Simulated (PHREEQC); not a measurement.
Make-up at 52 °C: 4.2 mmol/kgw MgCl2, 0.026 mmol/kgw CO2 and 0.033 mmol/kgw NaCl. Closed to the air; pH follows from the charge balance.

Model: Pitzer model, pitzer.dat, run in PHREEQC.

This is a speciation only: nothing precipitates in the calculation.

Question: Estimate the pH, specific conductance.

Answer: pH 5.46; specific conductance 1640 µS/cm.

Question: In which forms is C present?

Answer: CO2 85 %, HCO3- 15 % of the C.

Away from 25 °C the constants follow the database's enthalpies or fits; those with neither stay at their 25 °C values.
